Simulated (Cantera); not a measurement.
## Stirred combustor or abatement burner

A perfectly stirred reactor is fed with 9.16 % CH4, 1.10 % C2H6, 25.6 % O2, 64.1 % N2, at 14300 Torr; it is adiabatic with a 500 K inlet, and is followed from long to short residence time, starting on the burning branch (τ in s: 0.029, 0.013, 0.0057, 0.0025, 0.0011, 0.00049, 0.00022, 9.7e-05, 4.3e-05, 1.9e-05).

Cantera simulation using GRI-Mech 3.0 (53 species, 325 reactions); the numbers are that mechanism's predictions, not measurements. The pressure lies above the range GRI-Mech 3.0 was tuned for (to about 10 atm).

| τ (s) | T (K) | x CH4 | x C2H6 | x O2 | x CH3 | x CO |
|---|---|---|---|---|---|---|
| 0.029 | 2596 | 2.50e-7 | 3.91e-9 | 0.0325 | 1.68e-7 | 0.00802 |
| 0.013 | 2597 | 5.55e-7 | 8.69e-9 | 0.0328 | 3.73e-7 | 0.00805 |
| 0.0057 | 2598 | 1.25e-6 | 1.97e-8 | 0.0332 | 8.42e-7 | 0.00811 |
| 0.0025 | 2599 | 2.80e-6 | 4.44e-8 | 0.0340 | 1.89e-6 | 0.00823 |
| 0.0011 | 2600 | 6.20e-6 | 9.94e-8 | 0.0350 | 4.18e-6 | 0.00849 |
| 0.00049 | 2597 | 1.35e-5 | 2.21e-7 | 0.0361 | 9.09e-6 | 0.00903 |
| 0.00022 | 2589 | 2.89e-5 | 4.91e-7 | 0.0374 | 1.93e-5 | 0.0101 |
| 9.7e-5 | 2569 | 6.20e-5 | 1.12e-6 | 0.0390 | 4.04e-5 | 0.0122 |
| 4.3e-5 | 2533 | 0.000129 | 2.57e-6 | 0.0415 | 8.07e-5 | 0.0160 |
| 1.9e-5 | 2473 | 0.000268 | 6.02e-6 | 0.0454 | 0.000156 | 0.0218 |
x: mole fraction; the columns are a selection and need not sum to one.
